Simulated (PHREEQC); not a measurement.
A solution holds 2.5 mmol/kgw LiOH and 0.0076 mmol/kgw CO2, at 5 °C. Closed to the air; pH follows from the charge balance.

Computed with PHREEQC (ion-association model, phreeqc.dat).

This is a speciation only: nothing precipitates in the calculation.

Question: Estimate the pH.

Answer: pH 12.10.

Question: In which forms is C present?

Answer: CO3-2 98 %, HCO3- 2.4 % of the C.

Constants without temperature data keep their 25 °C values here.
